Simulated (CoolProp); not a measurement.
Values from CoolProp's reference Helmholtz-energy equation of state, de Reuck 1990.

**Question.** For fluorine, give the phase and the cp (kJ/(kg K)), Joule-Thomson coefficient (K/MPa) at -120.25 °C and 1.69 bar; -120.25 °C and 6.09 bar; -120.25 °C and 11.5 bar.

**Answer.** 
- -120.25 °C and 1.69 bar: gas; cp 0.783, Joule-Thomson coefficient 7.14
- -120.25 °C and 6.09 bar: gas; cp 0.818, Joule-Thomson coefficient 7.12
- -120.25 °C and 11.5 bar: gas; cp 0.867, Joule-Thomson coefficient 7.10
